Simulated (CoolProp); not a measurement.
A single-stage vapour-compression cycle with R141b: evaporating at 299.15 K (dew point), condensing at 362.15 K (bubble point), superheat 8 K, subcooling 2 K, compressor efficiency 0.65, no pressure losses. Each further row changes one setting.

The numbers come from the reference Helmholtz-energy equation of state, Lemmon 2006 in CoolProp. It is a short technical equation, of lower accuracy than the large ones.

```json
[
 {"case": "as stated", "cooling COP": "___", "pressure ratio": "6.45", "discharge temperature (K)": "391.8", "refrigerating effect (kJ/kg)": "158", "volumetric capacity (kJ/m³)": "609"},
 {"case": "evaporating temperature 304.15 K", "cooling COP": "2.77", "pressure ratio": "5.38", "discharge temperature (K)": "389.2", "refrigerating effect (kJ/kg)": "___", "volumetric capacity (kJ/m³)": "___"},
 {"case": "condensing temperature 357.15 K", "cooling COP": "2.74", "pressure ratio": "5.71", "discharge temperature (K)": "___", "refrigerating effect (kJ/kg)": "165", "volumetric capacity (kJ/m³)": "634"},
 {"case": "subcooling 7 K", "cooling COP": "2.56", "pressure ratio": "6.45", "discharge temperature (K)": "391.8", "refrigerating effect (kJ/kg)": "165", "volumetric capacity (kJ/m³)": "634"},
 {"case": "superheat 18 K", "cooling COP": "2.49", "pressure ratio": "6.45", "discharge temperature (K)": "___", "refrigerating effect (kJ/kg)": "___", "volumetric capacity (kJ/m³)": "618"},
 {"case": "compressor efficiency 0.55", "cooling COP": "2.08", "pressure ratio": "6.45", "discharge temperature (K)": "404.2", "refrigerating effect (kJ/kg)": "158", "volumetric capacity (kJ/m³)": "609"}
]
```

### Question
What belongs in the gaps?

### Answer

- as stated, cooling COP: 2.46
- evaporating temperature 304.15 K, refrigerating effect (kJ/kg): 162
- evaporating temperature 304.15 K, volumetric capacity (kJ/m³): 737
- condensing temperature 357.15 K, discharge temperature (K): 386.1
- superheat 18 K, discharge temperature (K): 402.9
- superheat 18 K, refrigerating effect (kJ/kg): 166
